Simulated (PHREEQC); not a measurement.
Solution (20 °C): 1.6 mmol/kgw HF, 0.049 mmol/kgw Na2CO3 and 21 mmol/kgw LiCl. Closed to the air; pH follows from the charge balance.

All values are PHREEQC results (ion-association model, phreeqc.dat), not measurements.

| quantity | before | after |
|---|---|---|
| pH | 3.16 | 3.38 |
| ionic strength (mol/kgw) | 0.0219 | 0.0216 |
| F- (mol/kgw) | 0.000878 | 0.000579 |
| HF (mol/kgw) | 0.000718 | 0.00102 |
| HF2- (mol/kgw) | 2.32e-6 | 2.48e-6 |
| NaF (mol/kgw) | 3.70e-8 | 2.35e-8 |

Q: Which change was made?
(A) LiCl from 0.021 to 0.0231 mol/kgw
(B) 0.023 mol/kgw Na2SO4 added
(C) LiCl left out
(D) temperature from 20 to 85 °C
(E) diluted 2-fold with water

A: D, temperature from 20 to 85 °C

Precipitation was switched off in this run. Constants without temperature data keep their 25 °C values here.
